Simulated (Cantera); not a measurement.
Input: 1 mol SiO2, 0.5 mol C, 0.17 mol N2, at 46000 Pa.

Equilibrium computed with Cantera from the NASA thermochemical tables; the gas is ideal and each condensed phase is pure. Candidate condensed phases: C, Si, SiC, SiO2, Si2N2O, Si3N4; 34 gas species. Mutual solubility and eutectic melting of coexisting phases are not modelled. The tables hold silica as quartz up to 1696 K and as liquid above; real silica turns to tridymite and cristobalite and melts near 1996 K. Rates play no part.

Which condensed phases are stable at each of these points (T (K)): 1998, 2023, 2048, 2073, 2098, 2123, 2148, 2173, 2198, 2223, 2248, 2273, 2298?


| T (K) | condensed phases | Si condensed (%) |
|---|---|---|
| 1998 | SiO2(l) + Si2N2O(s) | 78.4 |
| 2023 | SiO2(l) + Si2N2O(s) | 65.1 |
| 2048 | SiO2(l) | 50.0 |
| 2073 | SiO2(l) | 50.0 |
| 2098 | SiO2(l) | 50.0 |
| 2123 | SiO2(l) | 50.0 |
| 2148 | SiO2(l) | 50.0 |
| 2173 | SiO2(l) | 50.0 |
| 2198 | SiO2(l) | 49.9 |
| 2223 | SiO2(l) | 49.9 |
| 2248 | SiO2(l) | 49.9 |
| 2273 | SiO2(l) | 49.9 |
| 2298 | SiO2(l) | 49.8 |

From 1998 K to 2023 K the condensed part is SiO2(l) + Si2N2O(s). From 2048 K to 2298 K the condensed part is SiO2(l).
